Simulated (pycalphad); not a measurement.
**Effect of Cu content in Si-Cu**

Computed with pycalphad from the COST 507 light-alloy database (1999), at 1 atm. The data set is of 1999 and partly superseded. Amounts are mole fractions of atoms.

```csv
alloy,liquidus (K),first solid,solidus (K),phases at 890 K
Si-0.22Cu (at.%),1686,diamond (Si),1074,"diamond (Si) 1.00, CU19SI6_ETA under 0.01"
Si-0.43Cu (at.%),1685,diamond (Si),1074,"diamond (Si) 0.99, CU19SI6_ETA 0.01"
Si-0.86Cu (at.%),1683,diamond (Si),1074,"diamond (Si) 0.99, CU19SI6_ETA 0.01"
Si-1.29Cu (at.%),1681,diamond (Si),1074,"diamond (Si) 0.98, CU19SI6_ETA 0.02"
Si-1.72Cu (at.%),1679,diamond (Si),1074,"diamond (Si) 0.98, CU19SI6_ETA 0.02"
Si-3.44Cu (at.%),1670,diamond (Si),1074,"diamond (Si) 0.95, CU19SI6_ETA 0.05"
```

Database names, with the compositions (at.%) that they take in these runs: CU19SI6_ETA: Cu 76 Si 24.
